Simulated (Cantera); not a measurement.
Feed: 1 mol FeS₂, 9.2 mol O₂, 0.037 mol CO₂, at 1098.15 K and 0.440 bar.

Equilibrium computed with Cantera from the NASA thermochemical tables; the gas is ideal and each condensed phase is pure. Candidate condensed phases: C, Fe, Fe(CO)₅, FeO, FeS, FeSO₄, FeS₂, Fe₂O₃, Fe₂(SO₄)₃, Fe₃O₄, S; 25 gas species. Kinetics and transport are ignored.

Base state: O₂ 0.752, SO₂ 0.178, SO₃ 0.0650, CO₂ 0.00450 (mole fractions); condensed: Fe₂O₃(s).

Task: What changes in the equilibrium state with this change: O₂ from 9.2 to 0.82 mol?

Result: 
| species | before | after |
|---|---|---|
| SO₂ | 0.178 | 0.864 |
| S₂ | <1e-9 | 0.0899 |
| CO₂ | 0.00450 | 0.0389 |
| O₂ | 0.752 | <1e-9 |
| SO₃ | 0.0650 | 1.54e-7 |
| S₂O | <1e-9 | 0.00695 |
| CO | <1e-9 | 0.000175 |
| SO | <1e-9 | 0.000152 |
| COS | <1e-9 | 5.69e-5 |
| Fe₂O₃(s), mol | 0.500 | 0 |
| FeS(s), mol | 0 | 1.00 |
FeS: taken at fixed stoichiometry. Gases not in the tables: S₃ to S₇.
